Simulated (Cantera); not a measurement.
Cantera with NASA thermochemical tables; ideal gases at 1 bar, condensed phases pure. Values are per mole of reaction as written; species without (g) are pure solids or liquids, kept so even where they would boil at 1 bar.

0.8 V + O₂(g) → 0.4 V₂O₅

```csv
T (K),ΔH° (kJ),ΔS° (J/K),ΔG° (kJ),log10 K
300,-620.2,-176.0,-567.4,98.80
525,(withheld),(withheld),(withheld),(withheld)
575,-617.6,-170.1,-519.8,47.22
625,(withheld),(withheld),(withheld),(withheld)
675,-616.2,-167.9,-502.9,38.91
725,(withheld),(withheld),(withheld),(withheld)
775,-614.8,-166.0,-486.2,32.77
825,-614.1,-165.1,-477.9,30.26
875,(withheld),(withheld),(withheld),(withheld)
```

### Question
What belongs in the gaps?

### Answer

- 525, ΔH° (kJ): -618.2
- 525, ΔS° (J/K): -171.3
- 525, ΔG° (kJ): -528.3
- 525, log10 K: 52.56
- 625, ΔH° (kJ): -616.9
- 625, ΔS° (J/K): -169.0
- 625, ΔG° (kJ): -511.3
- 625, log10 K: 42.73
- 725, ΔH° (kJ): -615.5
- 725, ΔS° (J/K): -166.9
- 725, ΔG° (kJ): -494.5
- 725, log10 K: 35.63
- 875, ΔH° (kJ): -613.4
- 875, ΔS° (J/K): -164.3
- 875, ΔG° (kJ): -469.7
- 875, log10 K: 28.04
